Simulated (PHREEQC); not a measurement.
Make-up at 5 °C: 0.00062 mol PbCl2 and 0.0053 mol KBr per kg of water. Closed to the air; pH follows from the charge balance.

Computed with PHREEQC (ion-association model, wateq4f.dat).

```json
{
  "pH": "5.56",
  "ionic_strength": "0.00697 mol/kgw"
}
```

| species | molality | activity | log γ |
|---|---|---|---|
| K+ | 0.00530 | 0.00486 | -0.038 |
| Br- | 0.00522 | 0.00479 | -0.037 |
| Cl- | 0.00123 | 0.00113 | -0.038 |
| Pb+2 | 0.000525 | 0.000373 | -0.148 |
| PbBr+ | 8.09e-5 | 7.43e-5 | -0.037 |
| PbCl+ | 1.07e-5 | 9.85e-6 | -0.037 |
| H+ | 2.95e-6 | 2.73e-6 | -0.033 |
| PbOH+ | 2.90e-6 | 2.66e-6 | -0.037 |
| PbBr2 | 2.36e-7 | 2.36e-7 | 0.001 |

No solid was allowed to form. Away from 25 °C the constants follow the database's enthalpies or fits; those with neither stay at their 25 °C values.
